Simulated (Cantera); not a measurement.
# Low-pressure radical oxidation in H2/O2

A perfectly stirred reactor is fed with 10.9 % H2, 78.1 % O2, 10.9 % N2, equivalence ratio 0.070, at 18.8 Torr; it is held at 1300 K, and followed from long to short residence time.

Model: the H2/O2 subset of GRI-Mech 3.0, which has no nitrogen chemistry, integrated in Cantera. Radical loss at walls, strong at low pressure, is not modelled. The temperature is held fixed by assumption; the heat of reaction is taken as removed at once.

```tsv
τ (s)	x H2	x O2	x H2O	x OH	x H2O2
0.40	0.000388	0.764	0.114	0.00233	1.69e-7
0.24	0.000533	0.763	0.113	0.00275	1.92e-7
0.15	0.000710	0.761	0.112	0.00320	2.14e-7
0.088	0.000979	0.758	0.111	0.00377	2.38e-7
0.053	0.00132	0.755	0.110	0.00440	2.59e-7
0.032	0.00176	0.751	0.108	0.00508	2.78e-7
0.020	0.00227	0.746	0.105	0.00576	2.92e-7
0.012	0.00296	0.740	0.102	0.00652	3.04e-7
0.0072	0.00382	0.733	0.0988	0.00727	3.14e-7
```
x: mole fraction; the columns are a selection and need not sum to one.
